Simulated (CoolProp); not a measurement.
Vapour-liquid equilibrium of ethylene (1) + isobutane (2) at 0.0802 MPa; x and y are mole fractions of (1).

Computed with CoolProp (multi-fluid Helmholtz-energy mixture model, Smukala 2000 and Bücker 2006; pair parameters Bell 2016).

Problem. Give the bubble temperature and the first vapour's composition at x = 0.45, 0.85, 0.95. Is there an azeotrope?

Solution. x = 0.45: -92.2 °C, y = 0.994; x = 0.85: -104.9 °C, y = 1.000; x = 0.95: -106.8 °C, y = 1.000. No azeotrope shows between x = 0.05 and 0.95.

Pair parameters are fitted to limited data, so mixtures are less certain than the pure fluids.
